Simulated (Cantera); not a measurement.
## Premixed flame

A freely propagating, adiabatic, planar premixed flame of H₂ : O₂ : N₂ = 1 : 0.238 : 0.895 (molar parts), equivalence ratio 2.1, unburnt at 600 K and 0.580 bar; mixture-averaged transport, grid criteria slope 0.08 and curve 0.16, no radiation.

Detailed kinetics in Cantera: the H2/O2 subset of GRI-Mech 3.0, which has no nitrogen chemistry. Burning velocities carry a grid error of a few per cent, more on coarse grids.

```
z (mm)  T (K)  u (m/s)   x H₂      x O₂       x H   x H₂O₂      x OH       x O
------  -----  -------  -----  --------  --------  -------  --------  --------
-2.76     600     8.46  0.469     0.112     <1e-8    <1e-8     <1e-8     <1e-8
-1.84     600     8.46  0.469     0.112     <1e-8    <1e-8     <1e-8     <1e-8
-1.38     600     8.46  0.469     0.112     <1e-8    <1e-8     <1e-8     <1e-8
-0.922    600     8.46  0.469     0.112   2.29e-7    <1e-8     <1e-8     <1e-8
-0.461    619     8.70  0.466     0.111  0.000467  1.92e-6   6.47e-5   1.36e-5
-0.230    802     11.1  0.437     0.106    0.0106  3.37e-6  0.000457  0.000302
0        1189     16.0  0.324    0.0658    0.0624  9.81e-7   0.00212   0.00353
0.230    1452     19.4  0.228    0.0125     0.103  5.77e-7   0.00368   0.00323
0.461    1558     20.6  0.215   0.00204     0.103  3.84e-7   0.00394   0.00182
0.922    1667     21.9  0.222  0.000707    0.0897  2.79e-7   0.00443   0.00146
1.84     1784     23.3  0.232  0.000520    0.0733  1.76e-7   0.00470   0.00116
3.69     1905     24.6  0.242  0.000341    0.0561  9.55e-8   0.00456  0.000792
7.37     2014     25.8  0.252  0.000192    0.0403  4.89e-8   0.00396  0.000462
```
x: mole fraction of selected species; z is measured from the peak of heat release.

```
Quantity                    Result
------------------------  --------
laminar burning velocity  846 cm/s
thermal thickness         0.922 mm
peak x(H)                    0.105
peak x(H₂O₂)               4.00e-6
peak x(OH)                 0.00471
peak x(O)                  0.00432
```
